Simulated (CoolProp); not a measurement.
The numbers come from the reference Helmholtz-energy equation of state, Thol 2018 in CoolProp.

Q: For hydrogen chloride, give the phase and the cv (kJ/(kg K)) at 318 K and 1.01 bar; 366.3 K and 1.01 bar.

A: 
- 318 K and 1.01 bar: gas; cv 0.574
- 366.3 K and 1.01 bar: gas; cv 0.573
